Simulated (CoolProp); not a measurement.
Vapour-liquid equilibrium of R143a (1) + dimethyl ether (2) at 284 kPa; x and y are mole fractions of (1).

Computed with CoolProp (multi-fluid Helmholtz-energy mixture model, Lemmon and Jacobsen 2000 and Wu 2011; pair parameters Bell 2016).

```csv
x,bubble temperature (°C),y at the bubble point,dew temperature at overall composition x (°C),liquid density (mol/L)
0.05,-0.4,0.115,0.9,15.04
0.125,-3.4,0.259,-0.6,14.90
0.2,-6.0,0.376,-2.1,14.75
0.275,-8.3,0.475,-3.7,14.59
0.35,-10.4,0.559,-5.4,14.43
0.425,-12.3,0.631,-7.1,14.27
0.5,-14.0,0.695,-8.9,14.11
0.575,-15.6,0.751,-10.8,13.94
0.65,-17.0,0.803,-12.8,13.78
0.725,-18.4,0.850,-14.8,13.62
0.8,-19.7,0.894,-16.9,13.46
0.875,-20.9,0.935,-19.1,13.31
0.95,-22.1,0.975,-21.3,13.15
```

No azeotrope shows between x = 0.05 and 0.95.

The pair parameters rest on a limited set of measurements; away from them the model extrapolates.
